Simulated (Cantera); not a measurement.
Input: 1 mol TiO2, 4.2 mol H2, held at 1698.15 K and 0.100 bar.

Method: chemical equilibrium by Gibbs-energy minimisation in Cantera with the NASA 1993 tables (ideal gas, pure condensed phases). Candidate condensed phases: H2O, Ti, TiO, TiO2, Ti2O3, Ti3O5, Ti4O7; 12 gas species. Mutual solubility and eutectic melting of coexisting phases are not modelled. Condensed phases not in the tables: Magnéli phases beyond Ti4O7. Rates play no part.

Base state: H2 0.944, H2O 0.0554, H 0.000445 (mole fractions); condensed: TiO2(rutile) + Ti4O7(s).

What changes in the equilibrium state with this change: temperature from 1698.15 K to 1898.15 K?


```json
[
 {"species": "H2", "before": "0.944", "after": "0.928"},
 {"species": "H2O", "before": "0.0554", "after": "0.0693"},
 {"species": "H", "before": "0.000445", "after": "0.00238"},
 {"species": "OH", "before": "1.34e-6", "after": "1.46e-5"},
 {"species": "TiO2(rutile), mol", "before": "0.0682", "after": "0"},
 {"species": "Ti4O7(s), mol", "before": "0.233", "after": "0.126"},
 {"species": "Ti3O5(s), mol", "before": "0", "after": "0.166"}
]
```

What changes in the equilibrium state with this change: temperature from 1698.15 K to 1225 K?


| species | before | after |
|---|---|---|
| H2 | 0.944 | 0.999 |
| H2O | 0.0554 | 0.00140 |
| H | 0.000445 | 9.85e-7 |
| TiO2(rutile), mol | 0.0682 | 0.977 |
| Ti4O7(s), mol | 0.233 | 0.00586 |
